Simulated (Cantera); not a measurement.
Input (Python, Cantera):

```python
import numpy as np
import cantera as ct

gas = ct.Solution("gri30.yaml")
gas.TPX = 1650, 13332, {'C2H6': 1, 'N2': 3.5}
inlet = ct.Reservoir(gas, clone=True)

reactor = ct.IdealGasConstPressureReactor(gas, energy="off", clone=False)
exhaust = ct.Reservoir(gas, clone=True)
tau = [1.7, 0.66, 0.26, 0.1, 0.04, 0.016, 0.0061, 0.0024, 0.00094, 0.00037][0]
for a, b in ((inlet, reactor), (reactor, exhaust)):
    ct.MassFlowController(a, b, mdot=lambda t: reactor.mass / tau)
net = ct.ReactorNet([reactor])
show = ['C2H6', 'CH3', 'H', 'C2H', 'CH4']

rows = []
print(f"{'tau/s':>10s}{'T/K':>9s}" + "".join(f"{s:>11s}" for s in show))
for tau in [1.7, 0.66, 0.26, 0.1, 0.04, 0.016, 0.0061, 0.0024, 0.00094, 0.00037]:
    net.initial_time = 0.0
    net.advance(30 * tau)
    before = gas.X
    net.advance(40 * tau)
    drift = np.max(np.abs(gas.X - before) / (gas.X + 1e-9))
    rows.append([gas.T, *gas[show].X, drift])
    print(f"{tau:10.3e}{gas.T:9.1f}" + "".join(f"{x:11.3e}" for x in gas[show].X))
```

It prints:

```
     tau/s      T/K       C2H6        CH3          H        C2H        CH4
 1.700e+00   1650.0  2.631e-05  2.494e-04  1.965e-04  4.412e-07  1.787e-02
 6.600e-01   1650.0  6.067e-05  3.839e-04  2.288e-04  5.184e-07  2.308e-02
 2.600e-01   1650.0  1.369e-04  5.868e-04  2.677e-04  6.131e-07  2.926e-02
 1.000e-01   1650.0  3.151e-04  9.068e-04  3.124e-04  7.248e-07  3.712e-02
 4.000e-02   1650.0  7.041e-04  1.373e-03  3.576e-04  8.410e-07  4.630e-02
 1.600e-02   1650.0  1.581e-03  2.072e-03  4.035e-04  9.597e-07  5.674e-02
 6.100e-03   1650.0  3.724e-03  3.179e-03  4.500e-04  1.070e-06  6.778e-02
 2.400e-03   1650.0  8.579e-03  4.801e-03  4.875e-04  1.122e-06  7.584e-02
 9.400e-04   1650.0  1.984e-02  7.238e-03  5.060e-04  1.043e-06  7.677e-02
 3.700e-04   1650.0  4.425e-02  1.058e-02  4.898e-04  7.783e-07  6.545e-02
```

Cantera simulation using GRI-Mech 3.0 (53 species, 325 reactions); the numbers are that mechanism's predictions, not measurements. GRI-Mech 3.0 stops at C3 and has no aromatics, soot or wall deposition, so with more carbon than oxygen in the feed, carbon stays in small species such as C2H2 where larger ones or solid carbon would form.
